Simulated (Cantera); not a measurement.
A freely propagating, adiabatic, planar premixed flame of CO : H2 : O2 : N2 = 1 : 0.22 : 0.847 : 3.19 (molar parts), equivalence ratio 0.72, unburnt at 548 K and 4580 Torr; mixture-averaged transport, grid criteria slope 0.08 and curve 0.16, no radiation.

Model: GRI-Mech 3.0 (53 species, 325 reactions), integrated in Cantera. The hydrogen kinetics of GRI-Mech 3.0 are dated; newer H2 mechanisms differ, most at raised pressure. Burning velocities carry a grid error of a few per cent, more on coarse grids.

How do the results move with these cheaper or finer settings: unity-Lewis-number transport; multicomponent transport; multicomponent+Soret transport; grid criteria slope 0.5, curve 1; grid criteria slope 0.25, curve 0.5; grid criteria slope 0.03, curve 0.06?


```json
[
 {"setting": "as above", "laminar burning velocity": "73.7 cm/s", "thermal thickness": "0.107 mm", "peak x(O)": "0.00583", "peak x(HO2)": "0.000418", "grid points": "123"},
 {"setting": "unity-Lewis-number transport", "laminar burning velocity": "71.9 cm/s", "thermal thickness": "0.0975 mm", "peak x(O)": "0.00621", "peak x(HO2)": "0.000336", "grid points": "118"},
 {"setting": "multicomponent transport", "laminar burning velocity": "73.6 cm/s", "thermal thickness": "0.107 mm", "peak x(O)": "0.00583", "peak x(HO2)": "0.000418", "grid points": "123"},
 {"setting": "multicomponent+Soret transport", "laminar burning velocity": "71.5 cm/s", "thermal thickness": "0.108 mm", "peak x(O)": "0.00581", "peak x(HO2)": "0.000404", "grid points": "123"},
 {"setting": "grid criteria slope 0.5, curve 1", "laminar burning velocity": "77.4 cm/s", "thermal thickness": "0.124 mm", "peak x(O)": "0.00577", "peak x(HO2)": "0.000388", "grid points": "37"},
 {"setting": "grid criteria slope 0.25, curve 0.5", "laminar burning velocity": "74.4 cm/s", "thermal thickness": "0.114 mm", "peak x(O)": "0.00578", "peak x(HO2)": "0.000397", "grid points": "48"},
 {"setting": "grid criteria slope 0.03, curve 0.06", "laminar burning velocity": "73.5 cm/s", "thermal thickness": "0.104 mm", "peak x(O)": "0.00583", "peak x(HO2)": "0.000427", "grid points": "291"}
]
```
The base run took roughly 15 core-seconds.
Unity Lewis numbers drop preferential diffusion, which matters most where H2 and H carry the flame; Soret adds thermal diffusion.
